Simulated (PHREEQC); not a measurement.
Dissolve 0.28 mol NH4HF2 and 0.024 mol H2SiF6 per kg of water at 20 °C. Closed to the air; pH follows from the charge balance.

Equilibrium calculation in PHREEQC: ion-association model, phreeqc.dat.

```tsv
quantity	before	after
pH	2.71	2.58
ionic strength (mol/kgw)	0.306	0.319
HF (mol/kgw)	0.221	0.249
NH3 (mol/kgw)	3.38e-8	2.53e-8
SI of Quartz (SiO2)	-11.39	-11.28
```

Task: Name the change that produced these shifts.
A. diluted 100-fold with water
B. H2SiF6 from 0.024 to 0.036 mol/kgw
C. NH4HF2 from 0.28 to 0.252 mol/kgw
D. H2SiF6 from 0.024 to 0.0048 mol/kgw
E. diluted 2-fold with water

Result: B, H2SiF6 from 0.024 to 0.036 mol/kgw

Precipitation was switched off in this run. SiF6-2 is the database's only silicon fluoride.
